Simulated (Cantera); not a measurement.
An isothermal, constant-pressure homogeneous reactor starts with C₂H₆ : N₂ = 1 : 46 (molar parts), at 1950 K and 101000 Pa. Integrator tolerance rtol = 1e-08.

Computed with Cantera and GRI-Mech 3.0 (53 species, 325 reactions). GRI-Mech 3.0 stops at C3 and has no aromatics, soot or wall deposition, so with more carbon than oxygen in the feed, carbon stays in small species such as C2H2 where larger ones or solid carbon would form.

Problem. What does this change do: temperature 1950 to 1100 K?

Solution. 
```csv
quantity,before,after
x(C₂H₆) at 200 s,1.58e-10 (gas-phase equilibrium 2.80e-11),0.000110 (gas-phase equilibrium 1.20e-5)
x(C₂H₂) at 200 s,0.0183 (gas-phase equilibrium 0.00295),0.00716 (gas-phase equilibrium 0.00235)
x(C₂H₄) at 200 s,6.72e-6 (gas-phase equilibrium 1.08e-6),0.00980 (gas-phase equilibrium 0.00183)
x(CH₃) at 200 s,2.47e-6 (gas-phase equilibrium 1.05e-6),1.82e-7 (gas-phase equilibrium 8.26e-8)
x(H) at 200 s,0.000231 (gas-phase equilibrium 0.000231),2.72e-8 (gas-phase equilibrium 2.78e-9)
x(CH₂) at 200 s,1.76e-8 (gas-phase equilibrium 7.52e-9),<1e-12 (gas-phase equilibrium <1e-12)
```

Problem. What does this change do: pressure from 101000 Pa to 13300 Pa?

Solution. 
```
quantity                                             before                                      after
----------------  -----------------------------------------  -----------------------------------------
x(C₂H₆) at 200 s  1.58e-10 (gas-phase equilibrium 2.80e-11)    1.28e-12 (gas-phase equilibrium <1e-12)
x(C₂H₂) at 200 s     0.0183 (gas-phase equilibrium 0.00295)     0.0200 (gas-phase equilibrium 0.00295)
x(C₂H₄) at 200 s    6.72e-6 (gas-phase equilibrium 1.08e-6)    9.64e-7 (gas-phase equilibrium 1.42e-7)
x(CH₃) at 200 s     2.47e-6 (gas-phase equilibrium 1.05e-6)    4.53e-7 (gas-phase equilibrium 3.80e-7)
x(H) at 200 s     0.000231 (gas-phase equilibrium 0.000231)  0.000636 (gas-phase equilibrium 0.000636)
x(CH₂) at 200 s     1.76e-8 (gas-phase equilibrium 7.52e-9)    8.92e-9 (gas-phase equilibrium 7.50e-9)
```
